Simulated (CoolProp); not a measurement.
The fluid at 298.15 K and 4.59 MPa flows at 2.6 m/s in a round tube of 1 mm bore and 0.25 µm roughness, fully developed (64/Re and Nu = 3.66 if laminar; Colebrook and Gnielinski if turbulent). The same conditions are run with several fluids, on thermodynamics alone (safety and materials aside).

Values from CoolProp's reference Helmholtz-energy equation of state of each fluid (c-C4F8 (RC318): Platzer 1990; propane: Lemmon 2009; R22: Kamei 1995; R507A: Lemmon 2003; propylene: Lemmon 2013). The equations of Platzer and Polt are older, rougher fits. Blends and air are pseudo-pure fits.

```tsv
fluid	Reynolds number	Darcy friction factor	pressure drop (Pa/m)	heat-transfer coefficient (W/(m² K))	mass flow (kg/h)
c-C4F8 (RC318)	9830	0.0314	162000	5140	11.2
propane	12500	___	50200	___	3.70
R22	23100	0.0256	___	8470	8.90
R507A	19800	0.0265	96900	7180	7.96
propylene	13300	0.0291	50900	7490	3.80
```

Question: Complete the blanks.

Answer: 
- propane, Darcy friction factor: 0.0295
- propane, heat-transfer coefficient (W/(m² K)): 6620
- R22, pressure drop (Pa/m): 105000

Transport values come from each fluid's own correlations; those of c-C4F8 (RC318), R22, propylene are estimates that may be off by 10 % or more.
